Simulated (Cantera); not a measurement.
Carbon deposition, reforming and gasification: C2H4 + CO2 + N2 + O2

Charge: 1 mol C2H4, 1.7 mol CO2, 31 mol N2, 0.11 mol O2, at 2450 K and 18.0 bar.

Equilibrium computed with Cantera from the NASA thermochemical tables; the gas is ideal and each condensed phase is pure. Candidate condensed phases: C, C6H6, C7H8, C8H18, H2O; 136 gas species. Kinetics and transport are ignored.

```json
{
 "x(N2)": "0.845",
 "x(CO)": "0.0988",
 "x(H2)": "0.0529",
 "x(HCN)": "0.00196",
 "x(H)": "0.00109",
 "x(HNC)": "0.000217",
 "x(H2O)": "1.74e-5",
 "x(C2H2 (acetylene))": "1.02e-5",
 "x(CO2)": "5.37e-6",
 "gas_amount": "36.64 mol",
 "log10 activity of C(graphite) (absent)": "-0.83"
}
```
